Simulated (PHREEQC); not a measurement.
## Polishing slurry liquid

Dissolve 90 mmol/kgw HNO3, 0.78 mmol/kgw H4SiO4 and 33 mmol/kgw KH2PO4 at 25 °C. Closed to the air; pH follows from the charge balance.

Equilibrium calculation in PHREEQC: ion-association model, phreeqc.dat.

| Property | Value |
|---|---|
| pH | 1.29 |
| ionic strength | 0.0948 mol/kgw |
| specific conductance | 25600 µS/cm |
| density | 1.003 g/cm³ |
| total alkalinity | -90.0 meq/kg |

```
species  molality  activity   log γ
-------  --------  --------  ------
NO3-       0.0900    0.0682  -0.120
H+         0.0618    0.0512  -0.082
K+         0.0330    0.0254  -0.115
H3PO4      0.0282    0.0288   0.009
H2PO4-    0.00483   0.00382  -0.102
H4SiO4   0.000780  0.000797   0.009
HPO4-2    1.21e-8   4.64e-9  -0.417
```

Precipitation was switched off in this run. Examples of supersaturated solids here: Quartz (slow to form), Chalcedony (slow to form). Others may be too. Complexes and solids missing from the database can't appear.
